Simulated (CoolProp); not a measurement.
A single-stage vapour-compression cycle with the fluid: evaporating at 274.15 K (dew point), condensing at 296.15 K (bubble point), superheat 8 K, subcooling 5 K, compressor efficiency 0.8, no pressure losses. The same conditions are run with several fluids, on thermodynamics alone (safety and materials aside).

Computed with CoolProp (reference Helmholtz-energy equation of state of each fluid (CH2F2 (R32): Tillner-Roth 1997; R236EA: Rui 2013; propane: Lemmon 2009; R507A: Lemmon 2003; R236FA: Pan 2012; R245ca: Zhou 2016)). Blends and air are pseudo-pure fits.

```tsv
fluid	cooling COP	pressure ratio	discharge temperature (K)	refrigerating effect (kJ/kg)	volumetric capacity (kJ/m³)
CH2F2 (R32)	8.86	1.91	327.7	___	6340
R236EA	9.49	2.35	303.7	___	841
propane	9.20	1.85	310.5	344	3510
R507A	8.94	___	309.0	145	4580
R236FA	___	2.26	303.8	144	1100
R245ca	9.56	2.59	307.3	201	419
```

Task: Some entries are withheld; supply them.

Result: 
- CH2F2 (R32), refrigerating effect (kJ/kg): 293
- R236EA, refrigerating effect (kJ/kg): 154
- R507A, pressure ratio: 1.89
- R236FA, cooling COP: 9.44
